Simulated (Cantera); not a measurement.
## Silicon nitride deposition: trisilylamine + N₂ + H₂

A closed system holds: 1 mol trisilylamine, 16 mol N₂, 0.83 mol H₂, equilibrated at 1.33 mbar.

These are equilibrium values from Cantera (NASA tables, ideal gas, pure condensed phases), not measurements of a reactor. Candidate condensed phases: Si, Si₃N₄; 18 gas species. The feed counts by its element totals alone. The tables' values for SiN are old estimates; treat these amounts as uncertain. Gases not in the tables: Si₂H₆ and higher silanes. Equilibrium is a limit: real reactors are often held back by kinetics, nucleation or transport.

```csv
T (°C),log p N₂,log p H₂,log p H,log p Si,log p Si₂N,log p SiH,log p SiN,n Si₃N₄(s),n Si(l)
677,-3.01,-3.45,-10.98,<-14,<-14,<-14,<-14,1.00,0
827,-3.01,-3.45,-9.31,<-14,<-14,<-14,<-14,1.00,0
977,-3.01,-3.45,-8.04,-13.67,<-14,-14.35,-14.51,1.00,0
1127,-3.01,-3.45,-7.04,-10.57,-13.14,-11.60,-11.77,1.00,0
1277,-3.01,-3.45,-6.22,-8.08,-9.96,-9.38,-9.56,1.000,0
1427,-3.00,-3.49,-5.58,-6.17,-7.63,-7.72,-7.88,0,2.99
1577,-3.00,-3.50,-5.02,-5.19,-6.92,-6.94,-7.11,0,2.88
```
log p: log10 of the partial pressure in bar; n: condensed amount in mol.

From 677 °C to 1277 °C the condensed part is Si₃N₄(s). From 1427 °C to 1577 °C the condensed part is Si(l).
